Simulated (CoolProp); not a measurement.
R1234ze(E) at several states: density (kg/m³) from the reference equation and from simpler models built on Tc = 109.4 °C, pc = 3.635 MPa, ω = 0.313; each cubic takes its own stable root.

Values from CoolProp's reference Helmholtz-energy equation of state, Thol 2016.

| T (°C) | p (MPa) | phase | reference | Redlich-Kwong | Soave-Redlich-Kwong | Peng-Robinson |
|---|---|---|---|---|---|---|
| 44.25 | 3.45 | liquid | … | 941.0 | 991.1 | … |
| 122.65 | 0.01 | gas | 0.3468 | 0.3468 | 0.3468 | 0.3469 |
| -11.25 | 0.0226 | gas | 1.193 | 1.191 | 1.192 | 1.192 |
| -47.45 | 1.4 | liquid | 1371 | 1197 | … | 1399 |

Fill in the missing entries.


- 44.25, reference: 1114
- 44.25, Peng-Robinson: 1122
- -47.45, Soave-Redlich-Kwong: 1241
